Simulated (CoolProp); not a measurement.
n-undecane at several states: Z from the reference equation and from simpler models built on Tc = 638.8 K, pc = 1.990 MPa, ω = 0.539; each cubic takes its own stable root.

Model: reference Helmholtz-energy equation of state, Aleksandrov 2011, in CoolProp. It is a short technical equation, of lower accuracy than the large ones.

```tsv
T (K)	p (MPa)	phase	reference
411.7	0.0239	liquid	0.001683
452.5	0.215	liquid	0.01454
495.7	0.25	liquid	0.01651
367.9	0.312	liquid	0.02333
449.4	0.0136	gas	0.9896
322.2	0.0746	liquid	0.006061
```

### Question
How far does each simpler model (van der Waals, Redlich-Kwong, Soave-Redlich-Kwong, Peng-Robinson) lie from the reference over these 6 states: mean and median of the absolute difference, and the worst?

### Answer
- van der Waals: mean 11776.8 %, median 2802.3 %, worst +58723.5 % at 411.7 K and 0.0239 MPa
- Redlich-Kwong: mean 10659.7 %, median 27.1 %, worst +58491.8 % at 411.7 K and 0.0239 MPa
- Soave-Redlich-Kwong: mean 15.4 %, median 18.0 %, worst +20.1 % at 322.2 K and 0.0746 MPa
- Peng-Robinson: mean 4.2 %, median 4.4 %, worst +7.0 % at 322.2 K and 0.0746 MPa

At some of these states van der Waals, Redlich-Kwong gives the other phase, because its saturation line lies elsewhere.
